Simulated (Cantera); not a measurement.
A closed system holds: 1 mol FeS, 2.5 mol SO₂, 0.53 mol H₂O, held at 1.00 bar.

Equilibrium computed with Cantera from the NASA thermochemical tables; the gas is ideal and each condensed phase is pure. Candidate condensed phases: Fe, FeO, Fe(OH)₂, Fe(OH)₃, FeS, FeSO₄, FeS₂, Fe₂O₃, Fe₂(SO₄)₃, Fe₃O₄, H₂O, H₂SO₄, S; 22 gas species. Metal and sulfide melt together well below either melting point, which pure phases cannot show. Mutual solubility and eutectic melting of coexisting phases are not modelled. The tables' stoichiometric FeO is somewhat more stable than real wüstite, so its field is too wide. FeO, FeS: taken at fixed stoichiometry. Gases not in the tables: S₃ to S₇. The numbers say what is thermodynamically allowed, not how fast it happens.

**Question.** Which condensed phases are stable at each of these points (T (K)): 1148, 1198, 1248, 1298, 1348, 1398, 1448, 1498, 1548, 1598?

**Answer.** 
```json
[
 {"T (K)": "1148", "condensed phases": "FeS(s) + Fe₃O₄(s)", "Fe condensed (%)": "100.0"},
 {"T (K)": "1198", "condensed phases": "FeS(s) + Fe₃O₄(s)", "Fe condensed (%)": "100.0"},
 {"T (K)": "1248", "condensed phases": "FeS(s) + Fe₃O₄(s)", "Fe condensed (%)": "100.0"},
 {"T (K)": "1298", "condensed phases": "FeS(s) + Fe₃O₄(s)", "Fe condensed (%)": "100.0"},
 {"T (K)": "1348", "condensed phases": "FeS(s) + Fe₃O₄(s)", "Fe condensed (%)": "100.0"},
 {"T (K)": "1398", "condensed phases": "FeS(s) + Fe₃O₄(s)", "Fe condensed (%)": "100.0"},
 {"T (K)": "1448", "condensed phases": "FeO(s) + FeS(s)", "Fe condensed (%)": "100.0"},
 {"T (K)": "1498", "condensed phases": "FeO(s) + FeS(l)", "Fe condensed (%)": "100.0"},
 {"T (K)": "1548", "condensed phases": "FeO(s) + FeS(l)", "Fe condensed (%)": "100.0"},
 {"T (K)": "1598", "condensed phases": "FeO(s) + FeS(l)", "Fe condensed (%)": "100.0"}
]
```

From 1148 K to 1398 K the condensed part is FeS(s) + Fe₃O₄(s). At 1448 K the condensed part is FeO(s) + FeS(s). From 1498 K to 1598 K the condensed part is FeO(s) + FeS(l).
